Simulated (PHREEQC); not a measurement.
Leach liquor: speciation

Consider water at 30 °C with 0.25 mol/kgw HCl, 0.00051 mol/kgw CuSO4 and 0.023 mol/kgw Na2SO4. Closed to the air; pH follows from the charge balance.

All values are PHREEQC results (ion-association model, phreeqc.dat), not measurements.

This is a speciation only: nothing precipitates in the calculation.

Question: Estimate the pH.

Answer: pH 0.74.

Question: In which forms is Cu present?

Answer: Cu+2 76 %, CuCl+ 19 %, CuSO4 3.4 %, CuCl2 1.2 % of the Cu.
